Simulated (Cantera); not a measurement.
A perfectly stirred reactor is fed with 9.42 % CH₄, 19.0 % O₂, 71.6 % N₂, at 14300 Torr; it is adiabatic with a 450 K inlet, and is followed from long to short residence time, starting on the burning branch (τ in s: 0.36, 0.14, 0.058, 0.023, 0.0094, 0.0038, 0.0015, 0.00061, 0.00025, 9.9e-05, 4e-05).

Detailed kinetics in Cantera: GRI-Mech 3.0 (53 species, 325 reactions). The pressure lies above the range GRI-Mech 3.0 was tuned for (to about 10 atm).

Task: Predict: blow-out, bracketed by the residence times tried; x(CH₄) at τ = 0.360 s; x(O₂) at τ = 0.360 s; x(OH) at τ = 0.360 s; x(H) at τ = 0.360 s; x(NO) at τ = 0.360 s; x(CH₄) at τ = 3.80 ms; x(O₂) at τ = 3.80 ms; x(OH) at τ = 3.80 ms; x(H) at τ = 3.80 ms; x(NO) at τ = 3.80 ms.

Result: blow-out, bracketed by the residence times tried: burning at 40.0 µs, the shortest tried
x(CH₄) at τ = 0.360 s: 1.34e-7
x(O₂) at τ = 0.360 s: 0.00390
x(OH) at τ = 0.360 s: 0.00217
x(H) at τ = 0.360 s: 0.000133
x(NO) at τ = 0.360 s: 0.00220
x(CH₄) at τ = 3.80 ms: 1.04e-5
x(O₂) at τ = 3.80 ms: 0.00518
x(OH) at τ = 3.80 ms: 0.00246
x(H) at τ = 3.80 ms: 0.000176
x(NO) at τ = 3.80 ms: 0.000781
